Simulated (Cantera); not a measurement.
Feed: 1 mol Si, 8.2 mol F₂, at 700 K and 1400 Pa.

These are equilibrium values from Cantera (NASA tables, ideal gas, pure condensed phases), not measurements of a reactor. Candidate condensed phases: Si; 9 gas species. Rates play no part.

Base state: F₂ 0.851, SiF₄ 0.138, F 0.0112 (mole fractions); condensed: gas only.

What changes in the equilibrium state with this change: 0.044 mol CH₄ added?


```tsv
species	before	after
F₂	0.851	0.821
SiF₄	0.138	0.137
HF	0	0.0242
CF₄	0	0.00604
F	0.0112	0.0110
```
Condensed phases not in the tables: fluorocarbon polymer. Gases not in the tables: C₂F₆ and larger saturated fluorocarbons. Further candidate phases: C, C₆H₆, C₇H₈, C₈H₁₈, SiC.
